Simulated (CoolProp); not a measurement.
A closed Brayton cycle with carbon dioxide: compressor inlet 325.15 K and 8.6 MPa, high pressure 18.1 MPa, turbine inlet 630 K, compressor efficiency 0.85, turbine efficiency 0.93, recuperator effectiveness 0.95 (on enthalpy, no pinch check). Each further row changes one setting.

Model: reference Helmholtz-energy equation of state, Span 1996, in CoolProp.

| case | thermal efficiency (%) | net work (kJ/kg) | compressor to turbine work | compressor exit (K) | turbine exit (K) |
|---|---|---|---|---|---|
| as stated | 26.2 | 39.7 | 0.47 | 385.3 | 550.6 |
| turbine inlet 580 K | 22.7 | 32.0 | 0.52 | 385.3 | 503.8 |
| compressor inlet 335.15 K | 24.6 | 34.6 | 0.54 | 400.4 | 550.6 |
| high pressure 15.4 MPa | 25.8 | 33.2 | 0.44 | 372.0 | 567.6 |
| recuperator effectiveness 0.5 | 16.6 | 39.7 | 0.47 | 385.3 | 550.6 |
